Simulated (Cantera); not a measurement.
Input: 1 mol Si2H6, 0.4 mol CO2, 34 mol N2, equilibrated at 1827 °C and 0.285 Torr.

These are equilibrium values from Cantera (NASA tables, ideal gas, pure condensed phases), not measurements of a reactor. Candidate condensed phases: C, C6H6, C7H8, C8H18, H2O, Si, SiC, SiO2, Si2N2O, Si3N4; 151 gas species. The feed counts by its element totals alone. The tables' values for SiN are old estimates; treat these amounts as uncertain. Kinetics and transport are ignored.

Base state: N2 0.847, H2 0.0558, Si 0.0393, H 0.0377, SiO 0.0101, CO 0.00984, SiN 0.000146, SiH 9.80e-5 (mole fractions); condensed: gas only.

What changes in the equilibrium state with this change: temperature from 1827 °C to 1775 °C?


```tsv
species	before	after
N2	0.847	0.851
H2	0.0558	0.0608
Si	0.0393	0.0390
H	0.0377	0.0284
SiO	0.0101	0.0103
Si2C	3.74e-5	0.000116
Si2N	1.96e-5	4.02e-5
HCN	7.57e-5	0.000120
Si2	5.72e-5	8.88e-5
```
